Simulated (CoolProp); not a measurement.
Vapour-liquid equilibrium of ethylene (1) + 1-butene (2) at -45.85 °C; x and y are mole fractions of (1).

Computed with CoolProp (multi-fluid Helmholtz-energy mixture model, Smukala 2000 and Lemmon 2005; pair parameters Bell 2016).

| x | bubble pressure (bar) | y at the bubble point | dew pressure at overall composition x (bar) | liquid density (mol/L) |
|---|---|---|---|---|
| 0.05 | 0.7203 | … | 0.1666 | 12.15 |
| 0.15 | 1.846 | 0.921 | 0.1861 | 12.62 |
| 0.25 | 2.980 | 0.955 | 0.2107 | 13.11 |
| 0.35 | 4.125 | 0.970 | 0.2428 | 13.62 |
| 0.45 | 5.282 | 0.979 | 0.2864 | 14.15 |
| 0.55 | 6.450 | 0.985 | 0.3490 | 14.70 |
| 0.65 | 7.632 | 0.989 | 0.4467 | 15.25 |
| 0.75 | 8.834 | 0.993 | 0.6201 | 15.79 |
| 0.85 | 10.08 | 0.996 | 1.013 | 16.30 |
| 0.95 | 11.40 | … | … | 16.71 |

Q: Complete the blanks.

A: 
- 0.05, y at the bubble point: 0.786
- 0.95, y at the bubble point: 0.998
- 0.95, dew pressure at overall composition x (bar): 2.750

No azeotrope shows between x = 0.05 and 0.95.

The pair parameters rest on a limited set of measurements; away from them the model extrapolates.
